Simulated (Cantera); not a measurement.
A perfectly stirred reactor is fed with 4.18 % CH4, 16.4 % O2, 61.5 % N2, 18.0 % H2O, equivalence ratio 0.51, at 2.80 bar; it is adiabatic with a 423 K inlet, and is followed from long to short residence time, starting on the burning branch (τ in s: 0.033, 0.011, 0.0036, 0.0012, 0.00038, 0.00013, 4.1e-05, 1.4e-05, 4.4e-06).

Detailed kinetics in Cantera: GRI-Mech 3.0 (53 species, 325 reactions).

**Question.** Predict: blow-out, bracketed by the residence times tried; x(CH4) at τ = 33.0 ms; x(O2) at τ = 33.0 ms; x(H2O) at τ = 33.0 ms; x(CO2) at τ = 33.0 ms; x(CH2O) at τ = 33.0 ms; x(CH4) at τ = 0.380 ms; x(O2) at τ = 0.380 ms; x(H2O) at τ = 0.380 ms.

**Answer.** 
| Quantity | Value |
|---|---|
| blow-out, bracketed by the residence times tried | burning at 33.0 ms, out at 11.0 ms |
| x(CH4) at τ = 33.0 ms | 0.000493 |
| x(O2) at τ = 33.0 ms | 0.0830 |
| x(H2O) at τ = 33.0 ms | 0.262 |
| x(CO2) at τ = 33.0 ms | 0.0378 |
| x(CH2O) at τ = 33.0 ms | 4.33e-5 |
| x(CH4) at τ = 0.380 ms | 0.0418 |
| x(O2) at τ = 0.380 ms | 0.164 |
| x(H2O) at τ = 0.380 ms | 0.180 |
